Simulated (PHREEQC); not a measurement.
A made-up water analysis in mg/L, 25 °C, pH 6.56, pe 11: Na 1.66; K 2.3; Ca 1.28; Mg 2.53; Cl 6.6; S(6) as SO4 4.35; Alkalinity as HCO3 7.5; N(5) as NO3 0.00681; Pb 0.0112; Si as SiO2 0.32; O(0) (dissolved oxygen) 0.0181.

Valence states are taken as typed.

Computed with PHREEQC (ion-association model, phreeqc.dat).

| quantity | before | after |
|---|---|---|
| CO2 (mol/kgw) | 7.41e-5 | 7.34e-6 |
| MgSO4 (mol/kgw) | 8.60e-7 | 8.59e-7 |
| CaSO4 (mol/kgw) | 2.00e-7 | 2.00e-7 |
| MgHCO3+ (mol/kgw) | 1.33e-7 | 1.32e-7 |
| CaHCO3+ (mol/kgw) | 4.46e-8 | 4.42e-8 |
| Pb+2 (mol/kgw) | 3.61e-8 | 1.10e-8 |
| SI of Quartz (SiO2) | -1.29 | -1.30 |
| SI of Cerussite (PbCO3) | -2.05 | -1.57 |

Name the change that produced these shifts.
A) S(6) from 4.35 to 8.7 mg/L
B) pH from 6.56 to 7.56 at the same alkalinity
C) Pb from 0.0112 to 0.0056 mg/L
D) temperature from 25 to 55 °C at the same typed pH

B, pH from 6.56 to 7.56 at the same alkalinity

No solid was allowed to form.
